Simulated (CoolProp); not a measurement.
Vapour pressure (MPa) of carbonyl sulfide: the reference equation beside estimates from Tc = 378.8 K, pc = 6.369 MPa, ω = 0.098. Clausius-Clapeyron is anchored at 323.6 K with a constant enthalpy of vaporisation of 12.76 kJ/mol.

Computed with CoolProp (reference Helmholtz-energy equation of state, Lemmon 2006). It is a short technical equation, of lower accuracy than the large ones.

```tsv
T (K)	reference	Lee-Kesler	Clausius-Clapeyron	van der Waals	Redlich-Kwong	Soave-Redlich-Kwong
299.7	1.331	1.334	1.571	2.320	1.448	1.343
304.4	1.491	1.495	1.700	2.493	1.618	1.506
309.2	1.669	1.672	1.838	2.679	1.805	1.687
314	___	___	1.983	2.873	2.007	___
318.8	2.069	2.072	2.135	3.075	2.224	2.095
323.6	2.293	2.296	2.293	3.286	2.456	2.323
328.4	2.534	2.537	2.457	3.506	2.703	2.569
333.2	2.793	2.796	2.628	3.735	2.967	2.833
338	3.070	3.074	2.806	3.973	3.248	3.115
342.8	3.367	3.371	2.990	___	3.546	3.417
347.6	3.685	3.690	3.181	___	3.862	3.739
352.4	4.025	4.031	3.378	4.741	4.195	4.081
```

Problem. What belongs in the gaps?

Solution. 
- 314, reference: 1.861
- 314, Lee-Kesler: 1.864
- 314, Soave-Redlich-Kwong: 1.883
- 342.8, van der Waals: 4.220
- 347.6, van der Waals: 4.476

Absolute difference from the reference over all 12 rows, mean and median: Lee-Kesler 0.2 and 0.1 %, Clausius-Clapeyron 9.2 and 9.4 %, van der Waals 42.9 and 40.8 %, Redlich-Kwong 6.7 and 6.9 %, Soave-Redlich-Kwong 1.3 and 1.3 %.
